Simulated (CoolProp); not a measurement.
Vapour-liquid equilibrium of CH2F2 (R32) (1) + R125 (2) at 1.41 MPa; x and y are mole fractions of (1).

Computed with CoolProp (multi-fluid Helmholtz-energy mixture model, Tillner-Roth 1997 and Lemmon 2005; pair parameters Lemmon 2004).

```
x     bubble temperature (°C)  y at the bubble point  dew temperature at overall composition x (°C)  liquid density (mol/L)
----  -----------------------  ---------------------  ---------------------------------------------  ----------------------
0.05                     25.2                  0.062                                           25.3                   10.14
0.2                      23.2                  0.237                                           23.6                   11.02
0.35                     21.6                  0.395                                           22.0                   12.01
0.5                      20.3                  0.540                                           20.6                   13.15
0.65                     19.3                  0.676                                           19.5                   14.50
0.8                      18.6                  0.811                                           18.7                   16.14
0.95                     18.4                  0.950                                           18.4                   18.18
```

No azeotrope shows between x = 0.05 and 0.95.

The pair parameters rest on a limited set of measurements; away from them the model extrapolates.
